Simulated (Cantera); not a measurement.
Input (Python, Cantera) and output of one run.

```python
import numpy as np
import cantera as ct

gas_names = [...]  # 114 gases of nasa_gas.yaml made of C, Fe, H, O
cond_names = """
    C(gr) C6H6(L) C7H8(L) C8H18(L),n-octa Fe(a) Fe(c) Fe(d) Fe(L) FeC5O5(L) FeO(s) FeO(L) Fe(OH)2(s)
    Fe(OH)3(s) Fe2O3(s) Fe3O4(s) H2O(s) H2O(L)
""".split()


# ... load() reads the species with a 1 bar reference pressure and builds the phases ...
atoms = {
    'Fe3O4': {'Fe': 3, 'O': 4},
    'CO': {'C': 1, 'O': 1},
    'H2': {'H': 2},
}
top_T = {'C(gr)': 4500, 'Fe2O3(s)': 1830, 'Fe3O4(s)': 1870}  # K; cautious upper limits of use, not melting points


# ... equilibrate(T, P, feed) seeds the gas with the atoms and calls Mixture.equilibrate('TP', solver="vcs", rtol=1e-11, max_steps=5000) ...
results = []
T = 1525  # K
P = 16000  # Pa
for m in [1.3, 1.8, 2.3, 2.8, 3.2, 3.7, 4.2, 4.6, 5.1, 5.6, 6.1, 6.5]:
    feed = {'Fe3O4': 1, 'CO': 0.65, 'H2': m}  # mol
    mix = equilibrate(T, P, feed)
    results.append((T, P, feed, dict(zip(mix.species_names, mix.species_moles))))

top = {s: max(r[3][s] / sum(r[3][g] for g in gas_names) for r in results) for s in gas_names}
cols = sorted((s for s in top if top[s] > 1e-06), key=lambda s: -top[s])[:6]
seen = [c for c in cond_names if any(r[3].get(c, 0) > 1e-12 for r in results)]
print("log10 of partial pressures in bar; condensed amounts in mol")
print(f"{'n(H2)':>10s}" + "".join(f"{s[:9]:>10s}" for s in cols + seen))
for T, P, feed, n in results:
    ng = sum(n[g] for g in gas_names)
    print(f"{feed['H2']:10.4g}" + "".join(f"{np.log10(max(n[s] / ng * P / 1e5, 1e-99)):10.3f}" for s in cols)
          + "".join(f"{n.get(c, 0):10.4g}" for c in seen))
```

Output:

```
log10 of partial pressures in bar; condensed amounts in mol
     n(H2)        H2       H2O        CO       CO2         H   Fe(OH)2     Fe(c)    FeO(s)
       1.3    -1.363    -1.199    -1.461    -1.727    -5.307    -5.905         0         3
       1.8    -1.203    -1.261    -1.494    -1.982    -5.228    -5.967         0         3
       2.3    -1.113    -1.322    -1.543    -2.182    -5.183    -6.028         0         3
       2.8    -1.056    -1.378    -1.591    -2.344    -5.154    -6.084         0         3
       3.2    -1.031    -1.399    -1.633    -2.431    -5.142    -6.105    0.0496      2.95
       3.7    -1.021    -1.389    -1.686    -2.484    -5.137    -6.095    0.1997       2.8
       4.2    -1.013    -1.381    -1.733    -2.531    -5.133    -6.087    0.3497      2.65
       4.6    -1.008    -1.376    -1.767    -2.565    -5.130    -6.082    0.4697      2.53
       5.1    -1.003    -1.371    -1.807    -2.605    -5.128    -6.077    0.6198      2.38
       5.6    -0.999    -1.366    -1.843    -2.641    -5.125    -6.072    0.7698      2.23
       6.1    -0.995    -1.363    -1.876    -2.674    -5.123    -6.069    0.9199      2.08
       6.5    -0.992    -1.360    -1.901    -2.699    -5.122    -6.066      1.04      1.96
```

Cantera equilibrium calculation (NASA polynomials, part measured and part estimated; ideal gas, pure solids and liquids). Mutual solubility and eutectic melting of coexisting phases are not modelled. The tables' stoichiometric FeO is somewhat more stable than real wüstite, so its field is too wide. FeO: taken at fixed stoichiometry.
